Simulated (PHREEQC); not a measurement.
**Acid rinse or clean: speciation**

Solution (20 °C): 0.22 mol HNO3 and 0.15 mol NaCl per kg of water. Closed to the air; pH follows from the charge balance.

Model: ion-association model, phreeqc.dat, run in PHREEQC.

Precipitation was switched off in this run.

Q: What pH does the model give?

A: pH 0.77.

Species that the database lacks are ignored.
